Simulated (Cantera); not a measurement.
Input (Python, Cantera) and output of one run.

```python
import numpy as np
import cantera as ct

gas_names = [...]  # 113 gases of nasa_gas.yaml made of C, H, O, Ta
cond_names = """
    C(gr) C6H6(L) C7H8(L) C8H18(L),n-octa H2O(s) H2O(L) Ta(cr) Ta(L) TaC(s) TaC(L) Ta2O5(s) Ta2O5(L)
""".split()


# ... load() reads the species with a 1 bar reference pressure and builds the phases ...
atoms = {
    'Ta(OEt)5': {'Ta': 1, 'C': 10, 'H': 25, 'O': 5},
    'CH4': {'C': 1, 'H': 4},
}
top_T = {'C(gr)': 4500}  # K; cautious upper limits of use, not melting points


# ... equilibrate(T, P, feed) seeds the gas with the atoms and calls Mixture.equilibrate('TP', solver="vcs", rtol=1e-11, max_steps=5000) ...
results = []
feed = {'Ta(OEt)5': 1, 'CH4': 0.14}  # mol
T = 2523.15  # K
P = 390000  # Pa
mix = equilibrate(T, P, feed)
results.append((T, P, feed, dict(zip(mix.species_names, mix.species_moles))))
x = sorted(zip(gas.X, gas.species_names), reverse=True)
print(f"T = {T:g} K  P = {P:g} Pa  gas = {mix.phase_moles(0):.4g} mol")
print("   x: " + "  ".join(f"{s} {v:.3e}" for v, s in x if v > 1e-06))
print("   condensed (mol): " + ("  ".join(f"{mix.phase(i).name} {mix.phase_moles(i):.4g}"
      for i in range(1, mix.n_phases) if mix.phase_moles(i) > 1e-12) or "none"))
```

It prints:

```
T = 2523.15 K  P = 390000 Pa  gas = 17.88 mol
   x: H2 6.998e-01  CO 2.796e-01  H 1.178e-02  C2H2,acetylene 8.338e-03  CH4 2.761e-04  CH3 8.314e-05  C4H2 4.107e-05  H2O 1.752e-05  C2H4 1.525e-05  C2H 1.058e-05  C2H2,vinylidene 7.023e-06  CH2 2.919e-06  C3H3,propargyl 2.735e-06  C2H3,vinyl 2.592e-06  HCO 1.781e-06  CO2 1.118e-06
   condensed (mol): C(gr) 3.831  TaC(s) 1
```

These are equilibrium values from Cantera (NASA tables, ideal gas, pure condensed phases), not measurements of a reactor. The feed counts by its element totals alone. TaC: taken at fixed stoichiometry. Condensed phases not in the tables: Ta2C.
